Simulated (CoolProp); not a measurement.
Values from CoolProp's reference Helmholtz-energy equation of state, Thol 2017.

Task: Give the vapour pressure (MPa), liquid density (kg/m³), vapour density (kg/m³), liquid cp (kJ/(kg K)) of saturated octamethyltrisiloxane (MDM) at 85.05, 212.85, 276.85 °C.

Result: 
```csv
T (°C),p (MPa),liquid density (kg/m³),vapour density (kg/m³),liquid cp (kJ/(kg K))
85.05,0.0112,753,0.903,1.93
212.85,0.389,589,28.3,2.31
276.85,1.14,435,115,3.11
```
